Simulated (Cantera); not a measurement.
Cantera run:

```python
import numpy as np
import cantera as ct

gas_names = """
    CrO3 H2 OH
""".split()
cond_names = """
    Cr(cr) Cr(L)
""".split()


# ... load() reads the species with a 1 bar reference pressure and builds the phases ...
species = {s.name: s for s in load("nasa_gas.yaml", gas_names) + load("nasa_condensed.yaml", cond_names)}
# Each term lists the table entries of one substance; the one whose range holds T is used.
reactions = {
    '2 CrO3(g) + 3 H2(g) = 2 Cr + 6 OH(g)':
        [(-2, ['CrO3']), (-3, ['H2']), (2, ['Cr(cr)', 'Cr(L)']), (6, ['OH'])],
}


def pick(names, T):
    return next(species[n] for n in names if species[n].thermo.min_temp <= T <= species[n].thermo.max_temp)


results = []
for label, terms in reactions.items():
    print(label)
    print("     T/K   dH/kJ  dS/(J/K)   dG/kJ   log10 K")
    for T in [1798, 1948, 2098, 2248, 2398]:
        used = [(nu, pick(names, T)) for nu, names in terms]
        dH = sum(nu * s.thermo.h(T) for nu, s in used) / 1e6
        dS = sum(nu * s.thermo.s(T) for nu, s in used) / 1e3
        dG = dH - T * dS / 1e3
        logK = -dG * 1e6 / (ct.gas_constant * T * np.log(10))
        results.append((label, T, dH, dS, dG, logK, [s.name for _, s in used]))
        print(f"{T:8g} {dH:8.1f} {dS:8.1f} {dG:8.1f} {logK:8.2f}")
```

Output:

```
2 CrO3(g) + 3 H2(g) = 2 Cr + 6 OH(g)
     T/K   dH/kJ  dS/(J/K)   dG/kJ   log10 K
    1798    837.1    240.7    404.4   -11.75
    1948    843.1    243.8    368.1    -9.87
    2098    850.1    247.3    331.3    -8.25
    2248    895.3    268.5    291.7    -6.78
    2398    898.5    269.9    251.3    -5.47
```

Cantera with NASA thermochemical tables; ideal gases at 1 bar, condensed phases pure. Condensed species are held in their standard states even where they would react or evaporate.
